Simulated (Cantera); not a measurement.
A perfectly stirred reactor is fed with 36.7 % H2, 11.5 % O2, 43.0 % N2, 8.82 % H2O, at 0.560 bar; it is adiabatic with a 725 K inlet, and is followed from long to short residence time, starting on the burning branch (τ in s: 0.11, 0.046, 0.02, 0.0083, 0.0035, 0.0015, 0.00063, 0.00027, 0.00011, 4.8e-05, 2e-05, 8.6e-06).

Model: the H2/O2 subset of GRI-Mech 3.0, which has no nitrogen chemistry, integrated in Cantera.

Question: Predict: blow-out, bracketed by the residence times tried; x(H2) at τ = 0.110 s; x(O2) at τ = 0.110 s; x(H2O) at τ = 0.110 s; x(OH) at τ = 0.110 s; x(HO2) at τ = 0.110 s; x(H2) at τ = 0.630 ms; x(O2) at τ = 0.630 ms; x(H2O) at τ = 0.630 ms; x(OH) at τ = 0.630 ms; x(HO2) at τ = 0.630 ms.

Answer: 
```
Item                                                                           Value
------------------------------------------------  ----------------------------------
blow-out, bracketed by the residence times tried  burning at 20.0 µs, out at 8.60 µs
x(H2) at τ = 0.110 s                                                           0.153
x(O2) at τ = 0.110 s                                                        0.000104
x(H2O) at τ = 0.110 s                                                          0.354
x(OH) at τ = 0.110 s                                                         0.00278
x(HO2) at τ = 0.110 s                                                        5.38e-8
x(H2) at τ = 0.630 ms                                                          0.141
x(O2) at τ = 0.630 ms                                                        0.00318
x(H2O) at τ = 0.630 ms                                                         0.327
x(OH) at τ = 0.630 ms                                                         0.0102
x(HO2) at τ = 0.630 ms                                                       1.51e-6
```
